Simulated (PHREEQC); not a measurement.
0.1 mol of Iodyrite (AgI) is brought to equilibrium with 1 kg of water, with rising amounts of KOH, at 25 °C. O2 is buffered at 0.21 atm. The system is closed to CO2. Solids allowed: Iodyrite, Ag2O. Others were left out.

The numbers come from PHREEQC with the ion-association model, wateq4f.dat.

| KOH added (mol) | pH | dissolved Ag (mol/kgw) | dissolved I (mol/kgw) | Ag(OH)2- (mol/kgw) | Ag+ (mol/kgw) | AgOH (mol/kgw) |
|---|---|---|---|---|---|---|
| 0 | 7.00 | 9.57e-9 | 9.57e-9 | 0 | 9.23e-9 | 9.22e-14 |
| 0.00833 | 11.88 | 1.56e-8 | 1.56e-8 | ___ | 6.76e-9 | 4.63e-9 |
| 0.0167 | 12.17 | 2.24e-8 | 2.24e-8 | 1.07e-8 | 4.99e-9 | 6.39e-9 |
| 0.025 | 12.33 | 2.95e-8 | 2.95e-8 | 1.80e-8 | 3.95e-9 | 7.21e-9 |
| 0.0333 | 12.45 | 3.67e-8 | 3.67e-8 | 2.55e-8 | 3.28e-9 | 7.66e-9 |
| 0.0417 | 12.54 | 4.41e-8 | 4.41e-8 | 3.31e-8 | ___ | 7.94e-9 |
| 0.05 | 12.61 | 5.15e-8 | 5.15e-8 | 4.05e-8 | 2.47e-9 | 8.12e-9 |
| 0.0583 | 12.67 | 5.88e-8 | 5.88e-8 | 4.80e-8 | 2.21e-9 | 8.25e-9 |
| 0.0667 | 12.72 | 6.62e-8 | 6.62e-8 | 5.55e-8 | 2.00e-9 | 8.34e-9 |
| 0.075 | 12.77 | 7.35e-8 | 7.35e-8 | ___ | 1.83e-9 | 8.41e-9 |
| 0.0833 | 12.81 | 8.08e-8 | 8.08e-8 | ___ | 1.69e-9 | 8.46e-9 |
| 0.0917 | 12.85 | 8.81e-8 | 8.81e-8 | 7.77e-8 | 1.57e-9 | 8.50e-9 |
| 0.1 | 12.88 | 9.53e-8 | 9.53e-8 | 8.50e-8 | 1.47e-9 | 8.53e-9 |

Question: Some entries are withheld; supply them.

Answer: 
- 0.00833, Ag(OH)2- (mol/kgw): 3.85e-9
- 0.0417, Ag+ (mol/kgw): 2.81e-9
- 0.075, Ag(OH)2- (mol/kgw): 6.29e-8
- 0.0833, Ag(OH)2- (mol/kgw): 7.03e-8

Complexes and solids missing from the database can't appear.
